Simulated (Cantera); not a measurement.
A closed system holds: 1 mol Nb2O5, 0.62 mol H2, held at 725 °C and 1000 Pa.

Cantera equilibrium calculation (NASA polynomials, part measured and part estimated; ideal gas, pure solids and liquids). Candidate condensed phases: H2O, Nb, NbO, NbO2, Nb2O5; 12 gas species. Condensed phases not in the tables: the oxides between NbO2 and Nb2O5. The numbers say what is thermodynamically allowed, not how fast it happens.

Base state: H2 0.995, H2O 0.00532 (mole fractions); condensed: NbO2(s) + Nb2O5(s).

Question: What changes in the equilibrium state with this change: Nb2O5 replaced by CuO?

Answer: 
```
species         before    after
-------------  -------  -------
H2O            0.00532    1.000
H2               0.995  8.38e-6
NbO2(s), mol   0.00660        0
Nb2O5(s), mol    0.997        0
Cu(s), mol           0    0.240
Cu2O(s), mol         0    0.380
```
Further candidate phases: Cu, CuO, Cu(OH)2, Cu2O.
